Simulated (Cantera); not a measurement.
Cantera run:

```python
import numpy as np
import cantera as ct

gas_names = [...]  # 151 gases of nasa_gas.yaml made of C, H, N, O, Si
cond_names = """
    C(gr) C6H6(L) C7H8(L) C8H18(L),n-octa H2O(s) H2O(L) Si(cr) Si(L) SiC(b) SiO2(Lqz) SiO2(hqz) SiO2(L)
    Si2N2O(s) Si3N4(a)
""".split()


# ... load() reads the species with a 1 bar reference pressure and builds the phases ...
atoms = {
    'TEOS': {'Si': 1, 'C': 8, 'H': 20, 'O': 4},
    'NO': {'N': 1, 'O': 1},
    'N2': {'N': 2},
}
top_T = {'C(gr)': 4500, 'SiC(b)': 3050, 'Si2N2O(s)': 2100, 'Si3N4(a)': 2400}  # K; cautious upper limits of use, not melting points


# ... equilibrate(T, P, feed) seeds the gas with the atoms and calls Mixture.equilibrate('TP', solver="vcs", rtol=1e-11, max_steps=5000) ...
results = []
feed = {'TEOS': 1, 'NO': 22, 'N2': 71}  # mol
P = 1333.22  # Pa
for T in [1000, 1100, 1200, 1300, 1400, 1500, 1600, 1700, 1800, 1900]:
    mix = equilibrate(T, P, feed)
    results.append((T, P, feed, dict(zip(mix.species_names, mix.species_moles))))

top = {s: max(r[3][s] / sum(r[3][g] for g in gas_names) for r in results) for s in gas_names}
cols = sorted((s for s in top if top[s] > 0.001), key=lambda s: -top[s])[:8]
seen = [c for c in cond_names if any(r[3].get(c, 0) > 1e-12 for r in results)]
print("log10 of partial pressures in bar; condensed amounts in mol")
print(f"{'T/K':>10s}" + "".join(f"{s[:9]:>10s}" for s in cols + seen))
for T, P, feed, n in results:
    ng = sum(n[g] for g in gas_names)
    print(f"{T:10.4g}" + "".join(f"{np.log10(max(n[s] / ng * P / 1e5, 1e-99)):10.3f}" for s in cols)
          + "".join(f"{n.get(c, 0):10.4g}" for c in seen))
```

It prints:

```
log10 of partial pressures in bar; condensed amounts in mol
       T/K        N2       H2O       CO2        CO        H2 SiO2(hqz)   SiO2(L)
      1000    -1.961    -2.934    -3.014    -4.009    -3.773         1         0
      1100    -1.961    -2.926    -3.024    -3.923    -3.832         1         0
      1200    -1.961    -2.919    -3.032    -3.863    -3.888         1         0
      1300    -1.961    -2.914    -3.039    -3.819    -3.940         1         0
      1400    -1.961    -2.910    -3.044    -3.786    -3.988         1         0
      1500    -1.961    -2.907    -3.049    -3.761    -4.031         1         0
      1600    -1.961    -2.904    -3.053    -3.741    -4.070         1         0
      1700    -1.961    -2.902    -3.056    -3.725    -4.104         0    0.9999
      1800    -1.961    -2.901    -3.060    -3.709    -4.132         0     0.999
      1900    -1.962    -2.903    -3.067    -3.681    -4.140         0    0.9937
```

These are equilibrium values from Cantera (NASA tables, ideal gas, pure condensed phases), not measurements of a reactor. The feed counts by its element totals alone. The tables hold silica as quartz up to 1696 K and as liquid above; real silica turns to tridymite and cristobalite and melts near 1996 K.
